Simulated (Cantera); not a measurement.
Feed: 1 mol CuO, 350 mol H2, 53 mol N2, equilibrated at 650 °C and 0.000550 bar.

Method: chemical equilibrium by Gibbs-energy minimisation in Cantera with the NASA 1993 tables (ideal gas, pure condensed phases). Candidate condensed phases: Cu, CuO, Cu(OH)2, Cu2O, H2O; 27 gas species. Kinetics and transport are ignored.

Base state: H2 0.866, N2 0.132, H2O 0.00248 (mole fractions); condensed: Cu(s).

What changes in the equilibrium state with this change: temperature from 650 °C to 1200 °C?


```tsv
species	before	after
H2	0.866	0.863
N2	0.132	0.131
H2O	0.00248	0.00247
Cu	1.00e-9	0.00247
H	9.75e-9	0.000502
Cu(s), mol	1.00	0
```
